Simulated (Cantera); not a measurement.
Feed: 1 mol SiCl₄, 30 mol NH₃, at 0.0110 bar.

Method: chemical equilibrium by Gibbs-energy minimisation in Cantera with the NASA 1993 tables (ideal gas, pure condensed phases). Candidate condensed phases: NH₄Cl, Si, Si₃N₄; 28 gas species. Rates play no part.

Task: At 1075 °C, list the 5 most abundant gas species with their mole fractions, and the condensed phases.

Result: H₂ 0.701, N₂ 0.234, HCl 0.0649, SiCl₂ 0.000127, H 1.85e-5. Condensed: Si₃N₄(s).
